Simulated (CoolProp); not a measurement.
Vapour-liquid equilibrium of fluoroethane (R161) (1) + R227EA (2) at 2150 kPa; x and y are mole fractions of (1).

Model: multi-fluid Helmholtz-energy mixture model, Wu 2012 and Lemmon 2016; pair parameters Bell 2016, in CoolProp.

```json
[
 {"x": "0.05", "bubble temperature, mixture model (K)": "359.9", "bubble temperature, Raoult's law (K)": "358.2", "y, mixture model": "0.052", "y, Raoult's law": "0.084"},
 {"x": "0.2", "bubble temperature, mixture model (K)": "358.3", "bubble temperature, Raoult's law (K)": "353.3", "y, mixture model": "0.224", "y, Raoult's law": "0.306"},
 {"x": "0.35", "bubble temperature, mixture model (K)": "355.0", "bubble temperature, Raoult's law (K)": "348.8", "y, mixture model": "0.408", "y, Raoult's law": "0.490"},
 {"x": "0.5", "bubble temperature, mixture model (K)": "350.3", "bubble temperature, Raoult's law (K)": "344.6", "y, mixture model": "0.587", "y, Raoult's law": "0.642"},
 {"x": "0.65", "bubble temperature, mixture model (K)": "345.0", "bubble temperature, Raoult's law (K)": "340.7", "y, mixture model": "0.743", "y, Raoult's law": "0.771"},
 {"x": "0.8", "bubble temperature, mixture model (K)": "339.6", "bubble temperature, Raoult's law (K)": "337.2", "y, mixture model": "0.871", "y, Raoult's law": "0.880"},
 {"x": "0.95", "bubble temperature, mixture model (K)": "334.4", "bubble temperature, Raoult's law (K)": "333.8", "y, mixture model": "0.971", "y, Raoult's law": "0.972"}
]
```

The largest gap from Raoult's law is +6.2 K in bubble temperature, at x = 0.35. No azeotrope shows between x = 0.05 and 0.95.

Pair parameters are fitted to limited data, so mixtures are less certain than the pure fluids.
